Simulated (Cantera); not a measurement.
Charge: 1 mol Fe3O4, 88 mol H2, 0.7 mol H2O, at 21.0 mbar.

Equilibrium computed with Cantera from the NASA thermochemical tables; the gas is ideal and each condensed phase is pure. Candidate condensed phases: Fe, FeO, Fe(OH)2, Fe(OH)3, Fe2O3, Fe3O4, H2O; 12 gas species. Rates play no part.

Problem. What share of the Fe ends up in condensed phases as a function of T (K), at 1323, 1398, 1473, 1548, 1623, 1698, 1773, 1848, 1923, 1998, 2073, 2148, 2223?

Solution. 
| T (K) | Fe condensed (%) | as |
|---|---|---|
| 1323 | 100.0 | Fe(γ) |
| 1398 | 100.0 | Fe(γ) |
| 1473 | 100.0 | Fe(γ) |
| 1548 | 99.9 | Fe(γ) |
| 1623 | 99.8 | Fe(γ) |
| 1698 | 99.1 | Fe(δ) |
| 1773 | 97.2 | Fe(δ) |
| 1848 | 91.9 | Fe(l) |
| 1923 | 78.9 | Fe(l) |
| 1998 | 48.6 | Fe(l) |
| 2073 | 0.0 | - |
| 2148 | 0.0 | - |
| 2223 | 0.0 | - |
